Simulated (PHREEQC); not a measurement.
**Acid rinse or clean: speciation**

Dissolve 0.65 mmol/kgw H2SO4 and 19.5 mmol/kgw CaCl2 at 25 °C. Closed to the air; pH follows from the charge balance.

All values are PHREEQC results (ion-association model, phreeqc.dat), not measurements.

Precipitation was switched off in this run.

Q: Predict the pH, density, specific conductance.

A: pH 2.97; density 0.999 g/cm³; specific conductance 4700 µS/cm.

Q: In which forms is Ca present?

A: Ca+2 99 %, CaSO4 1.3 % of the Ca.
